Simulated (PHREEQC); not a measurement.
Dissolve 100 mmol/kgw Ni(NO3)2, 2.1 mmol/kgw Na2SO4 and 0.31 mmol/kgw NiCl2 at 55 °C. Closed to the air; pH follows from the charge balance.

Equilibrium calculation in PHREEQC: ion-association model, wateq4f.dat.

```json
[
 {"quantity": "pH", "before": "5.30", "after": "6.37"},
 {"quantity": "ionic strength (mol/kgw)", "before": "0.302", "after": "0.00692"},
 {"quantity": "NiSO4 (mol/kgw)", "before": "0.00123", "after": "5.92e-5"},
 {"quantity": "SO4-2 (mol/kgw)", "before": "0.000862", "after": "0.00201"},
 {"quantity": "NiOH+ (mol/kgw)", "before": "6.82e-6", "after": "4.15e-7"},
 {"quantity": "NaSO4- (mol/kgw)", "before": "5.04e-6", "after": "3.45e-5"},
 {"quantity": "SI of Morenosite (NiSO4:7H2O)", "before": "-3.12", "after": "-4.46"},
 {"quantity": "SI of Mirabilite (Na2SO4:10H2O)", "before": "-8.93", "after": "-7.86"}
]
```

Problem. Which change was made?
A) Na2SO4 from 0.0021 to 0.00021 mol/kgw
B) Ni(NO3)2 left out
C) Ni(NO3)2 from 0.1 to 0.11 mol/kgw
D) Ni(NO3)2 replaced by NiSO4 at the same molality
E) NiCl2 left out

Solution. B, Ni(NO3)2 left out

No solid was allowed to form. At this temperature some constants are extrapolated from 25 °C, and those without enthalpy data are left unchanged.
